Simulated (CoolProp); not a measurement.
R236EA at 293.15 K and 0.0571 MPa is throttled through a valve to 0.0396 MPa with no heat exchange. Each further row changes one setting.

The numbers come from the reference Helmholtz-energy equation of state, Rui 2013 in CoolProp.

```json
[
 {"case": "as stated", "temperature change (K)": "-0.4", "final density (kg/m³)": "2.51"},
 {"case": "outlet pressure 0.0119 MPa", "temperature change (K)": "-1.1", "final density (kg/m³)": "0.748"},
 {"case": "outlet pressure 0.0515 MPa", "temperature change (K)": "-0.1", "final density (kg/m³)": "3.27"}
]
```
